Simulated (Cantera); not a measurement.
A closed system holds: 1 mol CF₄, 2.1 mol HCl, at 150 Pa.

Equilibrium computed with Cantera from the NASA thermochemical tables; the gas is ideal and each condensed phase is pure. Candidate condensed phases: C, C₆H₆, C₇H₈, C₈H₁₈; 135 gas species. Ions and electrons are included (thermal ionisation). Gases not in the tables: C₂F₆ and larger saturated fluorocarbons. Rates play no part.

**Question.** Which condensed phases are stable at each of these points (T (K)): 2000, 2500, 3000, 3500, 4000, 4500, 5000?

**Answer.** 
| T (K) | condensed phases | C condensed (%) |
|---|---|---|
| 2000 | C(graphite) | 45.2 |
| 2500 | C(graphite) | 85.6 |
| 3000 | gas only | 0.0 |
| 3500 | gas only | 0.0 |
| 4000 | gas only | 0.0 |
| 4500 | gas only | 0.0 |
| 5000 | gas only | 0.0 |

From 2000 K to 2500 K the condensed part is C(graphite). From 3000 K to 5000 K nothing is condensed.
